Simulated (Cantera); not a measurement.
**Boron, boron nitride and boron oxide: BF3 + N2 + H2**

Input: 1 mol BF3, 1.7 mol N2, 140 mol H2, equilibrated at 973.15 K and 13.0 mbar.

Equilibrium computed with Cantera from the NASA thermochemical tables; the gas is ideal and each condensed phase is pure. Candidate condensed phases: B, BN; 31 gas species. N2 is the only nitrogen source here; it is nearly inert below about 1500 K, so the nitride shown seldom forms there in practice. Rates play no part.

* **x(H2)**: 0.979
* **x(N2)**: 0.0113
* **x(BF3)**: 0.00587
* **x(HF)**: 0.00340
* **x(BHF2)**: 6.21e-6
* **n(BN(s))**: 0.161 mol
* **gas amount**: 142.7 mol
* **log10 activity of B(s) (absent)**: -6.94
